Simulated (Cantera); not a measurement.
Feed: 1 mol Zr, 16 mol N2O, 11 mol H2, equilibrated at 0.900 bar.

Equilibrium computed with Cantera from the NASA thermochemical tables; the gas is ideal and each condensed phase is pure. Candidate condensed phases: H2O, Zr, ZrN, ZrO2; 28 gas species. Equilibrium is a limit: real reactors are often held back by kinetics, nucleation or transport. All values below are at 1200 K.

Base state: N2 0.561, H2O 0.386, O2 0.0526, NO 8.26e-5 (mole fractions); condensed: ZrO2(monoclinic).

What changes in the equilibrium state with this change: Zr replaced by V?


```csv
species,before,after
N2,0.561,0.566
H2O,0.386,0.389
O2,0.0526,0.0442
NO,8.26e-5,7.61e-5
"ZrO2(monoclinic), mol",1.00,0
"V2O5(l), mol",0,0.500
```
Condensed phases not in the tables: the oxides between V2O3 and V2O5 other than VO2. Gases not in the tables: V4O10. Further candidate phases: V, VN, VO, V2O3, V2O4, V2O5.
